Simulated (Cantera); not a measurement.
A diamond (100) surface in a fixed gas of H2 with x(CH4) = 0.0085, x(H) = 0.00094, x(CH3) = 2e-05, at 1025 K; coverages are run to steady state.

Model: the Harris–Goodwin 1993 mechanism for the reconstructed diamond (100) surface, integrated in Cantera.

One state of this run: growth (µm/h) = 0.477; θ c6HH = 0.574; θ c6H* = 0.0202; θ c6*H = 0.385; θ c6** = 0.0104; θ c6HM = 0.00749. θ: site fractions in the mechanism's names (c6HH fully hydrogenated, c6H* and c6*H radical sites, c6** diradical, c6HM methylated).

Problem. Which value of P (Pa) does it belong to?
(A) 380
(B) 750
(C) 5600
(D) 2900

Solution. C, 5600
